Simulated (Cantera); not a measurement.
A closed system holds: 1 mol SiO2, 1.7 mol C, 0.17 mol H2, held at 4580 Torr.

Cantera equilibrium calculation (NASA polynomials, part measured and part estimated; ideal gas, pure solids and liquids). Candidate condensed phases: C, C6H6, C7H8, C8H18, H2O, Si, SiC, SiO2; 123 gas species. Mutual solubility and eutectic melting of coexisting phases are not modelled. The tables hold silica as quartz up to 1696 K and as liquid above; real silica turns to tridymite and cristobalite and melts near 1996 K. Gases not in the tables: Si2H6 and higher silanes. Kinetics and transport are ignored.

Problem. What share of the Si ends up in condensed phases as a function of T (K), at 800, 1000, 1200, 1400, 1600, 1800, 2000, 2200, 2400, 2600?

Solution. 
| T (K) | Si condensed (%) | as |
|---|---|---|
| 800 | 100.0 | SiO2(α-quartz) |
| 1000 | 100.0 | SiO2(β-quartz) |
| 1200 | 100.0 | SiO2(β-quartz) |
| 1400 | 100.0 | SiO2(β-quartz) |
| 1600 | 100.0 | SiC(s) + SiO2(β-quartz) |
| 1800 | 100.0 | SiC(s) + SiO2(condensed) |
| 2000 | 98.1 | SiC(s) + SiO2(l) |
| 2200 | 67.7 | SiC(s) + SiO2(l) |
| 2400 | 34.9 | SiC(s) |
| 2600 | 53.5 | Si(l) + SiC(s) |
